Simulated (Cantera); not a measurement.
Thermodynamics of fluorocarbon and chlorocarbon gases, feed c-C₄F₈ + Si + CH₄

Feed: 1 mol c-C₄F₈, 0.49 mol Si, 0.0014 mol CH₄, held at 3.70 Pa.

These are equilibrium values from Cantera (NASA tables, ideal gas, pure condensed phases), not measurements of a reactor. Candidate condensed phases: C, C₆H₆, C₇H₈, C₈H₁₈, Si, SiC; 113 gas species. The feed counts by its element totals alone. Gases not in the tables: C₂F₆ and larger saturated fluorocarbons. The numbers say what is thermodynamically allowed, not how fast it happens.

From 1250 K to 1550 K the condensed part is C(graphite). The main Si-bearing gas is SiF₄ throughout.

```csv
T (K),log p CF₄,log p SiF₄,log p CF₂,log p F,log p HF,log p CF₃,log p CF,log p SiF₃,n C(graphite)
1250,-4.56,-5.04,-8.60,-9.05,-6.99,-9.50,-14.01,-13.05,2.49
1300,-4.56,-5.04,-8.15,-8.54,-6.99,-9.14,-13.23,-12.58,2.49
1350,-4.56,-5.04,-7.73,-8.07,-6.99,-8.80,-12.51,-12.14,2.49
1400,-4.56,-5.04,-7.34,-7.63,-6.99,-8.49,-11.83,-11.73,2.49
1450,-4.56,-5.04,-6.98,-7.22,-6.99,-8.19,-11.21,-11.36,2.49
1500,-4.56,-5.05,-6.65,-6.85,-6.99,-7.92,-10.63,-11.01,2.49
1550,-4.57,-5.05,-6.34,-6.49,-6.99,-7.67,-10.08,-10.68,2.48
```
log p: log10 of the partial pressure in bar; n: condensed amount in mol.
